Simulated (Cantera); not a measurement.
## N2O furnace oxynitridation

An isothermal, constant-pressure homogeneous reactor starts with 43.5 % N2O, 56.5 % N2, at 1125 K and 0.540 bar.

Detailed kinetics in Cantera: GRI-Mech 3.0 (53 species, 325 reactions). GRI-Mech 3.0 was tuned for natural gas; its chemistry of N2O as a main component is partial and can be far from experiment. The mechanism lacks the step 2 NO + O2 → 2 NO2, which can matter for NO2 below about 1400 K. The temperature is held fixed by assumption; the heat of reaction is taken as removed at once.

| t (s) | x N2O | x NO | x O | x N2 | x O2 |
|---|---|---|---|---|---|
| 7.00e-6 | 0.435 | 1.63e-9 | 9.67e-8 | 0.565 | 9.80e-9 |
| 1.63e-5 | 0.435 | 8.11e-9 | 1.98e-7 | 0.565 | 4.88e-8 |
| 3.82e-5 | 0.435 | 3.65e-8 | 3.47e-7 | 0.565 | 2.20e-7 |
| 8.91e-5 | 0.435 | 1.37e-7 | 4.73e-7 | 0.565 | 8.25e-7 |
| 0.000208 | 0.435 | 4.11e-7 | 5.06e-7 | 0.565 | 2.48e-6 |
| 0.000485 | 0.435 | 1.06e-6 | 5.07e-7 | 0.565 | 6.41e-6 |
| 0.00113 | 0.435 | 2.59e-6 | 5.07e-7 | 0.565 | 1.56e-5 |
| 0.00265 | 0.435 | 6.14e-6 | 5.07e-7 | 0.565 | 3.70e-5 |
| 0.00618 | 0.435 | 1.44e-5 | 5.07e-7 | 0.565 | 8.70e-5 |
| 0.0144 | 0.434 | 3.38e-5 | 5.07e-7 | 0.566 | 0.000204 |
| 0.0337 | 0.434 | 7.88e-5 | 5.07e-7 | 0.566 | 0.000475 |
| 0.0786 | 0.432 | 0.000183 | 5.07e-7 | 0.567 | 0.00111 |
| 0.183 | 0.428 | 0.000425 | 5.05e-7 | 0.569 | 0.00257 |
| 0.428 | 0.419 | 0.000975 | 5.02e-7 | 0.574 | 0.00592 |
| 1.00 | 0.399 | 0.00220 | 4.94e-7 | 0.585 | 0.0134 |
x: mole fraction; the columns are a selection and need not sum to one.

Equilibrium at this temperature and pressure: N2O 5.56e-9, NO 0.000100, O 2.67e-9, N2 0.821, O2 0.179 (gas phase only).
